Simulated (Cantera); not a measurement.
Input: 1 mol H₂S, 1.3 mol H₂, 0.43 mol O₂, equilibrated at 39.0 Pa.

Equilibrium computed with Cantera from the NASA thermochemical tables; the gas is ideal and each condensed phase is pure. Candidate condensed phases: H₂O, H₂SO₄, S; 19 gas species. Equilibrium is a limit: real reactors are often held back by kinetics, nucleation or transport. All values below are at 352 °C.

Base state: H₂S 0.435, H₂O 0.374, H₂ 0.191 (mole fractions); condensed: gas only.

What changes in the equilibrium state with this change: O₂ from 0.43 to 0.23 mol?


```csv
species,before,after
H₂S,0.435,0.435
H₂,0.191,0.365
H₂O,0.374,0.200
```
